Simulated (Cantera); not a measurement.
What does this Cantera script print?

```python
import numpy as np
import cantera as ct

gas_names = """
    B BH BH2 BH3 BO BO2 B2 B2O B2O2 B2O3 B3O3H3 H HBO HBO2 HO2 H2 H2O H2O2 H3B3O6 O OH O2 O3
""".split()
cond_names = """
    B(b) B(L) B2O3(L) B3O3H3(cr) H2O(s) H2O(L)
""".split()


# ... load() reads the species with a 1 bar reference pressure and builds the phases ...
atoms = {
    'B2O3': {'B': 2, 'O': 3},
    'H2': {'H': 2},
}
top_T = {}  # K; cautious upper limits of use, not melting points


# ... equilibrate(T, P, feed) seeds the gas with the atoms and calls Mixture.equilibrate('TP', solver="vcs", rtol=1e-11, max_steps=5000) ...
results = []
feed = {'B2O3': 1, 'H2': 13}  # mol
T = 2448  # K
for P in [10, 46, 220, 1000, 4600, 22000, 100000]:
    mix = equilibrate(T, P, feed)
    results.append((T, P, feed, dict(zip(mix.species_names, mix.species_moles))))
    x = sorted(zip(gas.X, gas.species_names), reverse=True)
    print(f"T = {T:g} K  P = {P:g} Pa  gas = {mix.phase_moles(0):.4g} mol")
    print("   x: " + "  ".join(f"{s} {v:.3e}" for v, s in x if v > 1e-05))
    print("   condensed (mol): " + ("  ".join(f"{mix.phase(i).name} {mix.phase_moles(i):.4g}"
          for i in range(1, mix.n_phases) if mix.phase_moles(i) > 1e-12) or "none"))
```

It prints:

```
T = 2448 K  P = 10 Pa  gas = 24.8 mol
   x: H 7.459e-01  H2 1.404e-01  BO 7.237e-02  O 2.118e-02  OH 6.006e-03  H2O 5.798e-03  BO2 3.527e-03  HBO2 2.833e-03  HBO 1.356e-03  O2 3.606e-04  B2O3 2.593e-04  B2O2 2.068e-05
   condensed (mol): none
T = 2448 K  P = 46 Pa  gas = 20.49 mol
   x: H 5.380e-01  H2 3.360e-01  BO 7.271e-02  H2O 1.820e-02  HBO2 1.239e-02  O 6.040e-03  OH 5.682e-03  BO2 4.649e-03  HBO 4.519e-03  B2O3 1.579e-03  O2 1.349e-04  B2O2 9.599e-05
   condensed (mol): none
T = 2448 K  P = 220 Pa  gas = 17.38 mol
   x: H2 5.495e-01  H 3.146e-01  BO 6.637e-02  HBO2 2.377e-02  H2O 2.238e-02  HBO 1.154e-02  B2O3 4.730e-03  BO2 3.190e-03  OH 2.498e-03  O 9.494e-04  B2O2 3.826e-04  O2 1.594e-05
   condensed (mol): none
T = 2448 K  P = 1000 Pa  gas = 15.74 mol
   x: H2 6.960e-01  H 1.661e-01  BO 5.174e-02  HBO2 3.143e-02  HBO 2.158e-02  H2O 2.004e-02  B2O3 9.235e-03  BO2 1.758e-03  B2O2 1.057e-03  OH 9.322e-04  O 1.477e-04
   condensed (mol): none
T = 2448 K  P = 4600 Pa  gas = 14.87 mol
   x: H2 7.821e-01  H 8.209e-02  HBO2 3.529e-02  BO 3.410e-02  HBO 3.233e-02  H2O 1.688e-02  B2O3 1.383e-02  B2O2 2.111e-03  BO2 8.682e-04  OH 3.453e-04  O 2.406e-05
   condensed (mol): none
T = 2448 K  P = 22000 Pa  gas = 14.42 mol
   x: H2 8.284e-01  HBO 4.111e-02  H 3.863e-02  HBO2 3.682e-02  BO 1.926e-02  B2O3 1.732e-02  H2O 1.467e-02  B2O2 3.222e-03  BO2 4.025e-04  OH 1.333e-04
   condensed (mol): none
T = 2448 K  P = 100000 Pa  gas = 14.2 mol
   x: H2 8.506e-01  HBO 4.649e-02  HBO2 3.733e-02  B2O3 1.934e-02  H 1.836e-02  H2O 1.350e-02  BO 1.008e-02  B2O2 4.013e-03  BO2 1.889e-04  OH 5.681e-05  BH2 1.039e-05
   condensed (mol): none
```

Equilibrium computed with Cantera from the NASA thermochemical tables; the gas is ideal and each condensed phase is pure. The tables' values for BH2 are old estimates; treat these amounts as uncertain.
